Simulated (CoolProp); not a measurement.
Vapour-liquid equilibrium of R125 (1) + R143a (2) at -52.55 °C; x and y are mole fractions of (1).

Model: multi-fluid Helmholtz-energy mixture model, Lemmon 2005 and Lemmon and Jacobsen 2000; pair parameters Lemmon 2004, in CoolProp.

Give the bubble pressure and the first vapour's composition at x = 0.05, 0.25, 0.85. Is there an azeotrope?

x = 0.05: 0.7773 bar, y = 0.045; x = 0.25: 0.7631 bar, y = 0.240; x = 0.85: 0.7882 bar, y = 0.869. y crosses x between x = 0.35 and 0.45: the model has an azeotrope there.

Pair parameters are fitted to limited data, so mixtures are less certain than the pure fluids.
